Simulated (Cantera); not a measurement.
# Equilibrium for calcination and drying: K2CO3 + CO2 + H2

Feed: 1 mol K2CO3, 4.3 mol CO2, 0.77 mol H2, equilibrated at 2048.15 K and 1.00 bar.

Equilibrium computed with Cantera from the NASA thermochemical tables; the gas is ideal and each condensed phase is pure. Candidate condensed phases: C, C6H6, C7H8, C8H18, H2O, K, KOH, KO2, K2CO3, K2O, K2O2; 116 gas species. The numbers say what is thermodynamically allowed, not how fast it happens.

```
Quantity                                   Result
--------------------------------------  ---------
x(CO2)                                      0.658
x(KOH)                                      0.157
x(K)                                        0.110
x(CO)                                      0.0493
x(H2O)                                     0.0239
x(O2)                                    0.000685
x(KO)                                    0.000437
x(H2)                                    0.000375
x(OH)                                    0.000301
gas amount                              7.489 mol
log10 activity of KOH(l) (absent)           -1.81
log10 activity of K(l) (absent)             -2.78
log10 activity of C(graphite) (absent)      -7.12
```
